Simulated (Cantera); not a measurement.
An adiabatic, constant-volume homogeneous reactor starts with 4.79 % C3H8, 20.0 % O2, 75.2 % N2, equivalence ratio 1.2, at 1548 K and 4.70 bar.

Computed with Cantera and GRI-Mech 3.0 (53 species, 325 reactions). GRI-Mech 3.0 was tuned for natural gas; its chemistry of propane as a main component is partial and can be far from experiment. Above 3000 K some thermodynamic fits are extrapolated.

### Question
Predict: time of steepest temperature rise; temperature at 0.500 s; equilibrium temperature; x(O2) at 0.500 s; x(OH) at 0.500 s; x(H2O) at 0.500 s; x(H2) at 0.500 s; x(HCO) at 0.500 s.

### Answer
```json
{
 "time_of_steepest_temperature_rise": "18.1 µs",
 "temperature at 0.500 s": "3138 K",
 "equilibrium_temperature": "3138 K",
 "x(O2) at 0.500 s": "0.00916 (gas-phase equilibrium 0.00916)",
 "x(OH) at 0.500 s": "0.0200 (gas-phase equilibrium 0.0200)",
 "x(H2O) at 0.500 s": "0.126 (gas-phase equilibrium 0.126)",
 "x(H2) at 0.500 s": "0.0282 (gas-phase equilibrium 0.0282)",
 "x(HCO) at 0.500 s": "7.05e-7 (gas-phase equilibrium 7.05e-7)"
}
```
